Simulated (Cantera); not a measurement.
A perfectly stirred reactor is fed with C₃H₈ : H₂ = 1 : 62 (molar parts), at 0.000375 atm; it is held at 1300 K, and followed from long to short residence time.

Cantera simulation using GRI-Mech 3.0 (53 species, 325 reactions); the numbers are that mechanism's predictions, not measurements. GRI-Mech 3.0 was tuned for natural gas; its chemistry of propane as a main component is partial and can be far from experiment. GRI-Mech 3.0 stops at C3 and has no aromatics, soot or wall deposition, so with more carbon than oxygen in the feed, carbon stays in small species such as C2H2 where larger ones or solid carbon would form. Radical loss at walls, strong at low pressure, is not modelled.

x: mole fraction; the columns are a selection and need not sum to one.

| τ (s) | x C₃H₈ | x H₂ | x H | x CH₂ | x C₂H | x CH₄ |
|---|---|---|---|---|---|---|
| 20 | 7.05e-5 | 0.968 | 0.000353 | 2.45e-8 | 2.03e-9 | 0.0168 |
| 3.8 | 0.000308 | 0.968 | 0.000428 | 3.88e-8 | 1.65e-9 | 0.0166 |
| 0.75 | 0.00116 | 0.969 | 0.000563 | 8.12e-8 | 9.60e-10 | 0.0155 |
| 0.15 | 0.00417 | 0.972 | 0.000626 | 1.62e-7 | 2.42e-10 | 0.0119 |
| 0.028 | (withheld) | 0.981 | (withheld) | (withheld) | 2.36e-12 | (withheld) |
| 0.0056 | 0.0156 | 0.984 | 5.66e-5 | 2.87e-9 | <1e-12 | 0.000136 |
| 0.0011 | 0.0158 | 0.984 | (withheld) | 2.17e-11 | <1e-12 | (withheld) |

Problem. What belongs in the gaps?

Solution. 
- 0.028, x C₃H₈: 0.0127
- 0.028, x H: 0.000281
- 0.028, x CH₂: 7.83e-8
- 0.028, x CH₄: 0.00294
- 0.0011, x H: 6.89e-6
- 0.0011, x CH₄: 4.42e-6
